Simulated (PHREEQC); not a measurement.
A solution holds 0.02 mol Cu(NO3)2, 0.00042 mol HBF4 and 0.00033 mol KCl per kg of water, at 25 °C. Closed to the air; pH follows from the charge balance.

Model: ion-association model, phreeqc.dat, run in PHREEQC.

This is a speciation only: nothing precipitates in the calculation.

Problem. Estimate the pH.

Solution. pH 3.11.

Problem. In which forms is Cl present?

Solution. Cl- 98 %, CuCl+ 2.4 % of the Cl.

Complexes and solids missing from the database can't appear. Real BF4- forms and hydrolyses slowly; the run takes it at equilibrium.
